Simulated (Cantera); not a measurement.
An isothermal, constant-pressure homogeneous reactor starts with C₂H₆ : N₂ = 1 : 4.1 (molar parts), at 1350 K and 0.00395 atm.

Cantera simulation using GRI-Mech 3.0 (53 species, 325 reactions); the numbers are that mechanism's predictions, not measurements. GRI-Mech 3.0 stops at C3 and has no aromatics, soot or wall deposition, so with more carbon than oxygen in the feed, carbon stays in small species such as C2H2 where larger ones or solid carbon would form. Radical loss at walls, strong at low pressure, is not modelled.

Task: Predict: x(C₂H₆) at 2.00 s; x(C₂H₄) at 2.00 s; x(C₂H) at 2.00 s; x(CH₂) at 2.00 s; x(CH₃) at 2.00 s; x(C₂H₂) at 2.00 s; x(HCN) at 2.00 s.

Result: 
```json
{
  "x(C₂H₆) at 2.00 s": "6.50e-6 (gas-phase equilibrium 5.38e-9)",
  "x(C₂H₄) at 2.00 s": "0.0379 (gas-phase equilibrium 0.000156)",
  "x(C₂H) at 2.00 s": "1.94e-9 (gas-phase equilibrium 4.45e-9)",
  "x(CH₂) at 2.00 s": "1.05e-9 (gas-phase equilibrium 6.29e-11)",
  "x(CH₃) at 2.00 s": "4.65e-5 (gas-phase equilibrium 1.32e-6)",
  "x(C₂H₂) at 2.00 s": "0.0835 (gas-phase equilibrium 0.0929)",
  "x(HCN) at 2.00 s": "3.38e-8 (gas-phase equilibrium 0.0949)"
}
```
